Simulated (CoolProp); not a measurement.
Carbon monoxide along the isobar 2.78 MPa: fugacity coefficient from the reference equation and from simpler models built on Tc = -140.3 °C, pc = 3.498 MPa, ω = 0.050; each cubic takes its own stable root.

Computed with CoolProp (reference Helmholtz-energy equation of state, Lemmon 2006). It is a short technical equation, of lower accuracy than the large ones.

```csv
T (°C),phase,reference,van der Waals,Soave-Redlich-Kwong
-178.75,liquid,0.1292,0.2687,0.1298
-162.15,liquid,0.3606,0.4992,0.3641
-145.65,liquid,0.6968,0.7360,0.6967
-129.05,gas,0.7994,0.8088,0.7972
-112.45,gas,0.8571,0.8559,0.8573
-95.95,gas,0.8957,0.8888,0.8978
-79.35,gas,0.9231,0.9130,0.9266
-62.75,gas,0.9431,0.9311,0.9474
-46.25,gas,0.9578,0.9450,0.9628
```

At some of these states van der Waals gives the other phase, because its saturation line lies elsewhere.
